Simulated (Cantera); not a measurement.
A closed system holds: 1 mol Si, 0.63 mol HCl, 8.8 mol H₂, at 0.190 bar.

Method: chemical equilibrium by Gibbs-energy minimisation in Cantera with the NASA 1993 tables (ideal gas, pure condensed phases). Candidate condensed phases: Si; 19 gas species. The tables' values for SiCl₃ are old estimates; treat these amounts as uncertain. Rates play no part.

log p: log10 of the partial pressure in bar; n: condensed amount in mol.

```tsv
T (°C)	log p H₂	log p HCl	log p SiCl₄	log p SiCl₂	log p SiHCl₃	log p SiCl₃	log p SiH₂Cl₂	n Si(s)
525	-0.73	-3.64	-2.69	-6.55	-2.83	-5.65	-4.07	0.825
600	-0.73	-3.25	-2.70	-5.66	-2.86	-5.06	-4.05	0.830
675	-0.73	-2.92	-2.73	-4.92	-2.89	-4.59	-4.04	0.839
750	-0.73	-2.65	-2.78	-4.31	-2.94	-4.20	-4.05	0.852
825	-0.74	-2.43	-2.87	-3.81	-3.02	-3.91	-4.09	0.869
900	-0.74	(withheld)	(withheld)	(withheld)	(withheld)	-3.72	(withheld)	0.889
975	-0.74	(withheld)	(withheld)	(withheld)	(withheld)	-3.65	(withheld)	0.905
1050	-0.75	-2.07	-3.70	-2.96	-3.67	-3.70	-4.48	0.914
1125	-0.75	-2.04	-4.18	-2.87	-4.04	-3.84	-4.71	0.918
1200	-0.75	-2.04	-4.67	-2.83	-4.41	-4.02	-4.95	0.918
1275	-0.75	-2.03	-5.14	-2.80	-4.77	-4.19	-5.18	0.917
1350	-0.75	-2.04	-5.58	-2.78	-5.10	-4.36	-5.39	0.915
```

**Question.** Fill in the missing entries.

**Answer.** 
- 975, log p HCl: -2.14
- 975, log p SiCl₄: -3.31
- 975, log p SiCl₂: -3.13
- 975, log p SiHCl₃: -3.37
- 975, log p SiH₂Cl₂: -4.29
- 900, log p HCl: -2.26
- 900, log p SiCl₄: -3.04
- 900, log p SiCl₂: -3.41
- 900, log p SiHCl₃: -3.15
- 900, log p SiH₂Cl₂: -4.16
